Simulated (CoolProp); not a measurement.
Methane along the isobar 54.4 bar: density (kg/m³) from the reference equation and from simpler models built on Tc = 190.6 K, pc = 45.99 bar, ω = 0.011; each cubic takes its own stable root.

The numbers come from the reference Helmholtz-energy equation of state, Setzmann 1991 in CoolProp.

```csv
T (K),phase,reference,Soave-Redlich-Kwong,Peng-Robinson
167.7,liquid,?,?,352.2
193.9,supercritical,215.7,?,200.3
220.2,supercritical,?,68.08,71.24
246.4,supercritical,52.54,52.34,?
272.7,supercritical,44.10,43.89,45.24
298.9,supercritical,38.52,?,39.32
325.2,supercritical,34.40,34.20,35.00
351.4,supercritical,31.22,31.03,?
377.6,supercritical,28.65,28.47,29.01
403.9,supercritical,26.50,26.34,26.79
430.1,supercritical,24.69,24.55,24.93
456.4,supercritical,23.13,23.00,23.33
482.6,supercritical,21.77,21.65,21.94
508.9,supercritical,20.57,20.47,20.72
```

Some entries are withheld; supply them.


- 167.7, reference: 331.3
- 167.7, Soave-Redlich-Kwong: 312.7
- 193.9, Soave-Redlich-Kwong: 183.6
- 220.2, reference: 68.36
- 246.4, Peng-Robinson: 54.25
- 298.9, Soave-Redlich-Kwong: 38.31
- 351.4, Peng-Robinson: 31.68
